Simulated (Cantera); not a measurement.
Mixture: 13.6 % CH4, 18.1 % O2, 68.3 % N2, at 18000 Torr, adiabatic and at constant pressure. Ignition delay is the time to a rise of 400 K.

Computed with Cantera and GRI-Mech 3.0 (53 species, 325 reactions). The pressure lies above the range GRI-Mech 3.0 was tuned for (to about 10 atm).

**Question.** Predict: delay at 1125 K; delay at 1225 K; delay at 1325 K; delay at 1425 K; delay at 1525 K; delay at 1625 K; apparent activation energy between 1425 and 1625 K.

**Answer.** 
| Property | Value |
|---|---|
| delay at 1125 K | 5.46 ms |
| delay at 1225 K | 1.59 ms |
| delay at 1325 K | 0.537 ms |
| delay at 1425 K | 0.200 ms |
| delay at 1525 K | 80.0 µs |
| delay at 1625 K | 33.9 µs |
| apparent activation energy between 1425 and 1625 K | 170 kJ/mol |
